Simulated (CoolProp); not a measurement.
Model: reference Helmholtz-energy equation of state, Thol 2015, in CoolProp.

Give the vapour pressure (bar), liquid density (kg/m³), enthalpy of vaporisation (kJ/kg), liquid cp (kJ/(kg K)) of saturated 1,2-dichloroethane at 130.25, 144.05 °C.


| T (°C) | p (bar) | liquid density (kg/m³) | enthalpy of vaporisation (kJ/kg) | liquid cp (kJ/(kg K)) |
|---|---|---|---|---|
| 130.25 | 3.62 | 1080 | 296 | 1.44 |
| 144.05 | 4.95 | 1050 | 286 | 1.46 |
